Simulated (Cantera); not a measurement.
Input (Python, Cantera):

```python
import numpy as np
import cantera as ct

gas = ct.Solution("gri30.yaml")
gas.TPX = 1523, 1000000, {'CH3OH': 1, 'O2': 1.95, 'N2': 7.32}
reactor = ct.IdealGasReactor(gas, energy="on", clone=False)
net = ct.ReactorNet([reactor])
net.rtol, net.atol = 1e-08, 1e-16
show = ['CH3OH', 'O2', 'NO2', 'C2H4', 'HCO']
times = np.geomspace(5e-06, 0.1, 16)

steps = ct.SolutionArray(gas, extra=["t"])
rows = []
print(f"{'t/s':>10s}{'T/K':>9s}{'P/Pa':>11s}" + "".join(f"{s:>11s}" for s in show))
for t in times:
    while net.time < t:
        t_next = net.step()
        steps.append(gas.state, t=t_next)
    rows.append([np.interp(t, steps.t, y) for y in (steps.T, steps.P, *steps(*show).X.T)])
    print(f"{t:10.3e}{rows[-1][0]:9.1f}{rows[-1][1]:11.4g}" + "".join(f"{x:11.3e}" for x in rows[-1][2:]))
rate = np.gradient(steps.T, steps.t)
print("integrator steps:", len(steps.t))
if steps.T.max() > steps.T[0] + 200:
    print(f"time of steepest temperature rise: {steps.t[rate.argmax()]:.4e} s")
gas.TPX = 1523, 1000000, {'CH3OH': 1, 'O2': 1.95, 'N2': 7.32}
gas.equilibrate("UV")
print(f"equilibrium (UV): T = {gas.T:.1f} K  " + "  ".join(f"{s} {gas[s].X[0]:.3e}" for s in show))
```

Output:

```
       t/s      T/K       P/Pa      CH3OH         O2        NO2       C2H4        HCO
 5.000e-06   1523.4  1.001e+06  9.684e-02  1.895e-01  7.299e-15  1.946e-08  1.651e-08
 9.676e-06   1525.5  1.003e+06  9.561e-02  1.888e-01  8.562e-14  3.480e-08  1.092e-07
 1.873e-05   1556.4  1.031e+06  8.472e-02  1.823e-01  3.256e-12  7.290e-08  3.534e-06
 3.624e-05   3002.0  2.121e+06  4.126e-15  4.704e-02  3.351e-06  3.978e-22  1.099e-07
 7.013e-05   2991.7  2.113e+06  4.148e-15  4.410e-02  1.127e-05  3.997e-22  1.073e-07
 1.357e-04   2981.9  2.105e+06  4.177e-15  4.135e-02  1.828e-05  4.019e-22  1.049e-07
 2.627e-04   2977.4  2.101e+06  4.193e-15  4.011e-02  2.131e-05  4.031e-22  1.038e-07
 5.083e-04   2976.8  2.101e+06  4.195e-15  3.995e-02  2.170e-05  4.033e-22  1.037e-07
 9.837e-04   2976.8  2.101e+06  4.195e-15  3.995e-02  2.171e-05  4.033e-22  1.037e-07
 1.904e-03   2976.8  2.101e+06  4.195e-15  3.995e-02  2.171e-05  4.033e-22  1.037e-07
 3.684e-03   2976.8  2.101e+06  4.195e-15  3.995e-02  2.171e-05  4.033e-22  1.037e-07
 7.129e-03   2976.8  2.101e+06  4.195e-15  3.995e-02  2.171e-05  4.033e-22  1.037e-07
 1.380e-02   2976.8  2.101e+06  4.195e-15  3.995e-02  2.171e-05  4.033e-22  1.037e-07
 2.670e-02   2976.8  2.101e+06  4.195e-15  3.995e-02  2.171e-05  4.033e-22  1.037e-07
 5.167e-02   2976.8  2.101e+06  4.195e-15  3.995e-02  2.171e-05  4.033e-22  1.037e-07
 1.000e-01   2976.8  2.101e+06  4.195e-15  3.995e-02  2.171e-05  4.033e-22  1.037e-07
integrator steps: 1932
time of steepest temperature rise: 2.4982e-05 s
equilibrium (UV): T = 2976.8 K  CH3OH 4.376e-15  O2 3.995e-02  NO2 2.171e-05  C2H4 4.517e-22  HCO 1.037e-07
```

Model: GRI-Mech 3.0 (53 species, 325 reactions), integrated in Cantera. GRI-Mech 3.0 was tuned for natural gas; its chemistry of methanol as a main component is partial and can be far from experiment. Above 3000 K some thermodynamic fits are extrapolated.
